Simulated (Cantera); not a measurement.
borazine + O2 (boron, boron nitride and boron oxide)

Input: 1 mol borazine, a varied amount of O2, held at 1.20 mbar.

These are equilibrium values from Cantera (NASA tables, ideal gas, pure condensed phases), not measurements of a reactor. Candidate condensed phases: B, BN, B2O3, B3O3H3, H2O; 39 gas species. The feed counts by its element totals alone. Mutual solubility and eutectic melting of coexisting phases are not modelled. Equilibrium is a limit: real reactors are often held back by kinetics, nucleation or transport.

Stable condensed phases:

```
T in K \ n(O2) in mol
         0.068   0.1  0.16  0.24  0.36  0.54  0.82   1.2   1.9   2.9   4.3   6.6   9.9
   1948      A     A     B     B     B     B     B     B     C     C     C     C     C
   1898      B     B     B     B     B     B     B     B     C     C     C     C     C
   1848      B     B     B     B     B     B     B     B     C     C     C     C     C
   1798      B     B     B     B     B     B     B     B     C     C     C     C     C
   1748      B     B     B     B     B     B     B     B     C     C     C     C     C
   1698      B     B     B     B     B     B     B     B     C     C     C     C     C
   1648      B     B     B     B     B     B     B     B     B     C     C     C     C
   1598      B     B     B     B     B     B     B     B     D     C     C     C     C
   1548      B     B     B     B     B     D     D     D     D     E     C     C     C
   1498      B     B     B     D     D     D     D     D     D     E     E     E     C
   1448      B     D     D     D     D     D     D     D     D     E     E     E     E
```

A: B + BN; B: BN; C: gas only; D: BN + B2O3; E: B2O3.
